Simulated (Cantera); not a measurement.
An isothermal, constant-pressure homogeneous reactor starts with NO : N2 = 1 : 0.27 (molar parts), at 1700 K and 1.20 bar. Integrator tolerance rtol = 1e-08.

Model: GRI-Mech 3.0 (53 species, 325 reactions), integrated in Cantera.

What does this change do: temperature 1700 to 1598 K?


| quantity | before | after |
|---|---|---|
| x(NO) at 60.0 s | 0.0487 (gas-phase equilibrium 0.00349) | 0.168 (gas-phase equilibrium 0.00231) |
| x(N2O) at 60.0 s | 1.07e-6 (gas-phase equilibrium 1.95e-7) | 1.01e-5 (gas-phase equilibrium 1.32e-7) |
| x(NO2) at 60.0 s | 0.000221 (gas-phase equilibrium 1.63e-5) | 0.000900 (gas-phase equilibrium 1.40e-5) |
| x(O) at 60.0 s | 2.50e-5 (gas-phase equilibrium 2.57e-5) | 7.26e-6 (gas-phase equilibrium 8.15e-6) |
| x(N2) at 60.0 s | 0.582 (gas-phase equilibrium 0.605) | 0.522 (gas-phase equilibrium 0.605) |
| x(O2) at 60.0 s | 0.369 (gas-phase equilibrium 0.392) | 0.309 (gas-phase equilibrium 0.393) |

What does this change do: pressure from 1.20 bar to 20.3 Torr?


```csv
quantity,before,after
x(NO) at 60.0 s,0.0487 (gas-phase equilibrium 0.00349),0.612 (gas-phase equilibrium 0.00349)
x(N2O) at 60.0 s,1.07e-6 (gas-phase equilibrium 1.95e-7),0.000116 (gas-phase equilibrium 2.93e-8)
x(NO2) at 60.0 s,0.000221 (gas-phase equilibrium 1.63e-5),0.000195 (gas-phase equilibrium 2.45e-6)
x(O) at 60.0 s,2.50e-5 (gas-phase equilibrium 2.57e-5),8.88e-5 (gas-phase equilibrium 0.000171)
x(N2) at 60.0 s,0.582 (gas-phase equilibrium 0.605),0.300 (gas-phase equilibrium 0.605)
x(O2) at 60.0 s,0.369 (gas-phase equilibrium 0.392),0.0872 (gas-phase equilibrium 0.392)
```
Radical loss at walls, strong at low pressure, is not modelled.
